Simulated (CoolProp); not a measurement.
Vapour-liquid equilibrium of benzene (1) + o-xylene (2) at 315.7 K; x and y are mole fractions of (1).

Model: multi-fluid Helmholtz-energy mixture model, Thol 2012 and Zhou 2012; pair parameters Bell 2016, in CoolProp.

**Question.** Give the bubble pressure and the first vapour's composition at x = 0.2, 0.425, 0.725. Is there an azeotrope?

**Answer.** x = 0.2: 7.382 kPa, y = 0.752; x = 0.425: 14.29 kPa, y = 0.910; x = 0.725: 21.44 kPa, y = 0.968. No azeotrope shows between x = 0.05 and 0.95.

The pair parameters rest on a limited set of measurements; away from them the model extrapolates. The gap from Raoult's law changes sign with composition, which may be real or a fault of the pair parameters; it wasn't checked against measurements.
